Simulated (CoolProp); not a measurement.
The fluid at 474.38 K and 0.132 MPa expands adiabatically to 0.0104 MPa with isentropic efficiency 0.85. The same conditions are run with several fluids, on thermodynamics alone (safety and materials aside).

Model: reference Helmholtz-energy equation of state of each fluid (octamethyltrisiloxane (MDM): Thol 2017; dimethyl carbonate: Zhou 2011; c-C4F8 (RC318): Platzer 1990; chloromethane (R40): Thol 2014; trans-2-butene: Lemmon 2005), in CoolProp. The equations of Platzer and Polt are older, rougher fits.

Q: Rank octamethyltrisiloxane (MDM), dimethyl carbonate, c-C4F8 (RC318), chloromethane (R40), trans-2-butene by work (kJ/kg), highest first.

A: trans-2-butene (138), chloromethane (R40) (137), dimethyl carbonate (87.1), c-C4F8 (RC318) (40.3), octamethyltrisiloxane (MDM) (34.2)

```json
[
 {"fluid": "octamethyltrisiloxane (MDM)", "final temperature (K)": "453.8", "final density (kg/m³)": "0.656"},
 {"fluid": "dimethyl carbonate", "final temperature (K)": "416.9", "final density (kg/m³)": "0.271"},
 {"fluid": "c-C4F8 (RC318)", "final temperature (K)": "433.1", "final density (kg/m³)": "0.578"},
 {"fluid": "chloromethane (R40)", "final temperature (K)": "330.6", "final density (kg/m³)": "0.191"},
 {"fluid": "trans-2-butene", "final temperature (K)": "407.1", "final density (kg/m³)": "0.173"}
]
```
